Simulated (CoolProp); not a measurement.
Vapour pressure (MPa) of R1234ze(Z): the reference equation beside estimates from Tc = 423.3 K, pc = 3.531 MPa, ω = 0.327.

Values from CoolProp's reference Helmholtz-energy equation of state, Akasaka 2019.

| T (K) | reference | Lee-Kesler | van der Waals | Soave-Redlich-Kwong |
|---|---|---|---|---|
| 308 | 0.2464 | 0.2478 | 0.8600 | 0.2477 |
| 315.7 | ___ | 0.3160 | 0.9708 | 0.3161 |
| 323.3 | 0.3926 | 0.3964 | 1.089 | 0.3969 |
| 330.9 | ___ | 0.4912 | 1.216 | 0.4926 |
| 338.5 | 0.5959 | 0.6021 | 1.351 | 0.6049 |
| 346.2 | 0.7252 | 0.7323 | 1.498 | 0.7372 |
| 353.8 | 0.8725 | 0.8804 | 1.653 | ___ |
| 361.4 | 1.041 | 1.050 | 1.817 | ___ |
| 369 | 1.234 | 1.242 | 1.991 | 1.257 |
| 376.6 | 1.452 | ___ | 2.175 | 1.480 |

Question: Complete the blanks.

Answer: 
- 315.7, reference: 0.3135
- 330.9, reference: 0.4862
- 353.8, Soave-Redlich-Kwong: 0.8880
- 361.4, Soave-Redlich-Kwong: 1.061
- 376.6, Lee-Kesler: 1.460

Absolute difference from the reference over all 10 rows, mean and median: Lee-Kesler 0.8 and 0.9 %, van der Waals 129.5 and 116.6 %, Soave-Redlich-Kwong 1.4 and 1.6 %.
